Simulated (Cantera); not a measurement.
Charge: 1 mol SiCl₄, 1.7 mol O₃, equilibrated at 0.133 bar.

Cantera equilibrium calculation (NASA polynomials, part measured and part estimated; ideal gas, pure solids and liquids). Candidate condensed phases: Si, SiO₂; 15 gas species. The tables hold silica as quartz up to 1696 K and as liquid above; real silica turns to tridymite and cristobalite and melts near 1996 K. Kinetics and transport are ignored.

Question: Which condensed phases are stable at each of these points (T (K)): 775, 875, 975, 1075, 1175, 1275, 1375, 1475, 1575, 1675, 1775, 1875, 1975, 2075?

Answer: 
| T (K) | condensed phases | Si condensed (%) |
|---|---|---|
| 775 | SiO₂(α-quartz) | 100.0 |
| 875 | SiO₂(β-quartz) | 100.0 |
| 975 | SiO₂(β-quartz) | 100.0 |
| 1075 | SiO₂(β-quartz) | 100.0 |
| 1175 | SiO₂(β-quartz) | 100.0 |
| 1275 | SiO₂(β-quartz) | 100.0 |
| 1375 | SiO₂(β-quartz) | 100.0 |
| 1475 | SiO₂(β-quartz) | 100.0 |
| 1575 | SiO₂(β-quartz) | 100.0 |
| 1675 | SiO₂(β-quartz) | 100.0 |
| 1775 | SiO₂(condensed) | 100.0 |
| 1875 | SiO₂(condensed) | 100.0 |
| 1975 | SiO₂(condensed) | 100.0 |
| 2075 | SiO₂(l) | 100.0 |

At 775 K the condensed part is SiO₂(α-quartz). From 875 K to 1675 K the condensed part is SiO₂(β-quartz). From 1775 K to 1975 K the condensed part is SiO₂(condensed). At 2075 K the condensed part is SiO₂(l).
